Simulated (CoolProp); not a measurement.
Computed with CoolProp (reference Helmholtz-energy equation of state, Thol 2014).

### Question
Give the vapour pressure (MPa), liquid density (kg/m³), liquid cp (kJ/(kg K)), vapour Z of saturated diethyl ether at 1.85, 73.55, 82.55 °C.

### Answer
```tsv
T (°C)	p (MPa)	liquid density (kg/m³)	liquid cp (kJ/(kg K))	vapour Z
1.85	0.0270	734	2.26	0.981
73.55	0.339	647	2.53	0.897
82.55	0.430	635	2.57	0.880
```
